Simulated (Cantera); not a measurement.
Charge: 1 mol PbO, 800 mol H2, at 1000 °C and 10.0 mbar.

Cantera equilibrium calculation (NASA polynomials, part measured and part estimated; ideal gas, pure solids and liquids). Candidate condensed phases: H2O, Pb, PbO, PbO2, Pb3O4; 12 gas species. Rates play no part.

Base state: H2 0.997, H2O 0.00125, Pb 0.00125 (mole fractions); condensed: gas only.

### Question
What changes in the equilibrium state with this change: temperature from 1000 °C to 650 °C?

### Answer
```csv
species,before,after
H2,0.997,0.998
H2O,0.00125,0.00125
Pb,0.00125,0.000254
"Pb(l), mol",0,0.797
```
